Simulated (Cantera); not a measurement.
Stirred combustor or abatement burner

A perfectly stirred reactor is fed with CH₄ : O₂ : N₂ = 1 : 1.25 : 4.7 (molar parts), equivalence ratio 1.6, at 500000 Pa; it is adiabatic with a 723 K inlet, and is followed from long to short residence time, starting on the burning branch (τ in s: 0.06, 0.027, 0.012, 0.0055, 0.0024, 0.0011, 0.00049, 0.00022, 0.0001, 4.5e-05, 2e-05, 9e-06).

Model: GRI-Mech 3.0 (53 species, 325 reactions), integrated in Cantera.

| τ (s) | T (K) | x CH₄ | x O₂ | x OH | x C₂H | x CO | x CO₂ |
|---|---|---|---|---|---|---|---|
| 0.060 | 2144 | 0.000450 | 5.04e-5 | 0.000138 | 1.08e-8 | 0.0969 | 0.0324 |
| 0.027 | 2146 | 0.000841 | 0.000108 | 0.000145 | 3.80e-8 | 0.0962 | 0.0326 |
| 0.012 | 2148 | 0.00145 | 0.000230 | 0.000158 | 1.13e-7 | 0.0947 | 0.0329 |
| 0.0055 | 2150 | 0.00225 | 0.000468 | 0.000176 | 2.69e-7 | 0.0924 | 0.0333 |
| 0.0024 | 2150 | 0.00331 | 0.000978 | 0.000204 | 5.54e-7 | 0.0894 | 0.0337 |
| 0.0011 | 2146 | 0.00452 | 0.00193 | 0.000238 | 9.32e-7 | 0.0862 | 0.0338 |
| 0.00049 | 2131 | 0.00616 | 0.00389 | 0.000277 | 1.37e-6 | 0.0832 | 0.0332 |
| 0.00022 | 2092 | 0.00885 | 0.00822 | 0.000299 | 1.62e-6 | 0.0806 | 0.0311 |
| 0.00010 | 723 | 0.144 | 0.180 | <1e-12 | <1e-12 | <1e-12 | <1e-12 |
| 4.5e-5 | 723 | 0.144 | 0.180 | <1e-12 | <1e-12 | <1e-12 | <1e-12 |
| 2.0e-5 | 723 | 0.144 | 0.180 | <1e-12 | <1e-12 | <1e-12 | <1e-12 |
| 9.0e-6 | 723 | 0.144 | 0.180 | <1e-12 | <1e-12 | <1e-12 | <1e-12 |
x: mole fraction; the columns are a selection and need not sum to one.
